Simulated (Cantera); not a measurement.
What does this Cantera script print?

```python
import numpy as np
import cantera as ct

gas_names = """
    AL ALCL ALCL2 ALCL3 ALH ALN AL2 AL2CL6 CL CL2 H HCL H2 N NH NH2 NH3 N2 N2H2 N2H4
""".split()
cond_names = """
    AL(cr) AL(L) ALCL3(s) ALCL3(L) ALN(s) NH4CL(a) NH4CL(b)
""".split()


# ... load() reads the species with a 1 bar reference pressure and builds the phases ...
atoms = {
    'AlCl3': {'AL': 1, 'CL': 3},
    'NH3': {'N': 1, 'H': 3},
    'H2': {'H': 2},
    'HCl': {'H': 1, 'CL': 1},
}
top_T = {'ALN(s)': 2750}  # K; cautious upper limits of use, not melting points


# ... equilibrate(T, P, feed) seeds the gas with the atoms and calls Mixture.equilibrate('TP', solver="vcs", rtol=1e-11, max_steps=5000) ...
results = []
feed = {'AlCl3': 1, 'NH3': 17, 'H2': 2.9, 'HCl': 4.9}  # mol
P = 12  # Pa
for T in [750, 850, 950, 1050, 1150, 1250, 1350, 1450, 1550, 1650, 1750, 1850, 1950, 2050]:
    mix = equilibrate(T, P, feed)
    results.append((T, P, feed, dict(zip(mix.species_names, mix.species_moles))))

top = {s: max(r[3][s] / sum(r[3][g] for g in gas_names) for r in results) for s in gas_names}
cols = sorted((s for s in top if top[s] > 0.0001), key=lambda s: -top[s])[:5]
seen = [c for c in cond_names if any(r[3].get(c, 0) > 1e-12 for r in results)]
print("log10 of partial pressures in bar; condensed amounts in mol")
print(f"{'T/K':>10s}" + "".join(f"{s[:9]:>10s}" for s in cols + seen))
for T, P, feed, n in results:
    ng = sum(n[g] for g in gas_names)
    print(f"{T:10.4g}" + "".join(f"{np.log10(max(n[s] / ng * P / 1e5, 1e-99)):10.3f}" for s in cols)
          + "".join(f"{n.get(c, 0):10.4g}" for c in seen))
```

Output:

```
log10 of partial pressures in bar; condensed amounts in mol
       T/K        H2        N2       HCL         H        CL
       750    -4.099    -4.623    -4.862   -14.549   -15.281
       850    -4.099    -4.623    -4.862   -12.738   -13.499
       950    -4.099    -4.623    -4.862   -11.304   -12.089
      1050    -4.099    -4.623    -4.862   -10.140   -10.943
      1150    -4.099    -4.623    -4.861    -9.177    -9.993
      1250    -4.101    -4.624    -4.849    -8.366    -9.182
      1350    -4.109    -4.627    -4.804    -7.677    -8.451
      1450    -4.118    -4.631    -4.755    -7.083    -7.809
      1550    -4.124    -4.633    -4.735    -6.564    -7.273
      1650    -4.127    -4.634    -4.733    -6.105    -6.816
      1750    -4.133    -4.637    -4.739    -5.700    -6.418
      1850    -4.145    -4.643    -4.755    -5.341    -6.070
      1950    -4.169    -4.654    -4.787    -5.025    -5.768
      2050    -4.213    -4.672    -4.846    -4.751    -5.514
```

Cantera equilibrium calculation (NASA polynomials, part measured and part estimated; ideal gas, pure solids and liquids). The tables' values for AlCl2 are old estimates; treat these amounts as uncertain.
